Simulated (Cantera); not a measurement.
Feed: 1 mol borazine, 3 mol N2, 4.1 mol H2, 0.23 mol H2O, held at 2275 K and 7.50 Torr.

Method: chemical equilibrium by Gibbs-energy minimisation in Cantera with the NASA 1993 tables (ideal gas, pure condensed phases). The feed counts by its element totals alone. The tables' values for BH2 are old estimates; treat these amounts as uncertain. Rates play no part.

```
species      before     after
---------  --------  --------
H2            0.554     0.550
N2            0.363     0.353
H            0.0632    0.0630
BO           0.0101    0.0173
HBO         0.00774    0.0132
B2O2       0.000206  0.000602
B2O        0.000272  0.000466
BN          2.59e-5   2.55e-5
BH2         0.00103   0.00103
BH          5.18e-5   5.16e-5
B          0.000739  0.000739
B(s), mol      2.74      2.56
```
Gas species are given as mole fractions.

Question: Name the change that produced these shifts.
A. pressure from 7.50 Torr to 0.278 Torr
B. N2 from 3 to 37 mol
C. H2O from 0.23 to 0.41 mol
D. temperature from 2275 K to 850 K

Answer: C, H2O from 0.23 to 0.41 mol
